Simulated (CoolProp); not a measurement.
Saturation properties of hexamethyldisiloxane (MM).

Values from CoolProp's reference Helmholtz-energy equation of state, Thol 2016.

| T (°C) | p (MPa) | liquid density (kg/m³) | vapour density (kg/m³) | enthalpy of vaporisation (kJ/kg) | liquid cp (kJ/(kg K)) |
|---|---|---|---|---|---|
| 41.95 | 0.01244 | 741.4 | 0.7822 | 221.2 | 1.945 |
| 65.45 | 0.03215 | 715.6 | 1.908 | ___ | 2.011 |
| 88.95 | 0.07151 | ___ | 4.058 | 198.7 | 2.080 |
| 112.55 | ___ | 660.0 | 7.811 | 186.2 | 2.154 |
| 136.05 | 0.2559 | ___ | 13.91 | 172.5 | ___ |
| 159.55 | ___ | ___ | ___ | 156.9 | 2.325 |
| 183.15 | 0.6810 | 556.2 | 38.72 | 138.4 | 2.441 |
| 206.65 | 1.032 | 508.5 | 63.62 | 115.1 | 2.631 |
| 230.15 | 1.514 | 439.3 | 111.6 | 80.67 | 3.246 |

Q: Some entries are withheld; supply them.

A: 
- 65.45, enthalpy of vaporisation (kJ/kg): 210.2
- 88.95, liquid density (kg/m³): 688.7
- 112.55, p (MPa): 0.1419
- 136.05, liquid density (kg/m³): 629.2
- 136.05, liquid cp (kJ/(kg K)): 2.233
- 159.55, p (MPa): 0.4291
- 159.55, liquid density (kg/m³): 595.3
- 159.55, vapour density (kg/m³): 23.52

It boils at 100.5 °C under 1 atm.
